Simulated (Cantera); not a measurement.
A closed system holds: 1 mol SiH4, 41 mol N2.

These are equilibrium values from Cantera (NASA tables, ideal gas, pure condensed phases), not measurements of a reactor. Candidate condensed phases: Si, Si3N4; 18 gas species. N2 is the only nitrogen source here; it is nearly inert below about 1500 K, so the nitride shown seldom forms there in practice. The numbers say what is thermodynamically allowed, not how fast it happens.

Stable condensed phases, one row left out:

```
T in K \ P in Pa
              5     21     85    350   1400   5900  24000 100000
   1723       A      A      A      B      B      B      B      B
   1648       A      A      B      B      B      B      B      B
   1498       B      B      B      B      B      B      B      B
   1423       B      B      B      B      B      B      B      B
   1348       B      B      B      B      B      B      B      B
   1273       B      B      B      B      B      B      B      B
   1198       B      B      B      B      B      B      B      B
   1123       B      B      B      B      B      B      B      B
   1048       B      B      B      B      B      B      B      B
    973       B      B      B      B      B      B      B      B
    898       B      B      B      B      B      B      B      B
    823       B      B      B      B      B      B      B      B
```

A: Si; B: Si3N4.

### Question
Give the row for 1573 K.

### Answer
5: Si; 21: Si3N4; 85: Si3N4; 350: Si3N4; 1400: Si3N4; 5900: Si3N4; 24000: Si3N4; 100000: Si3N4.
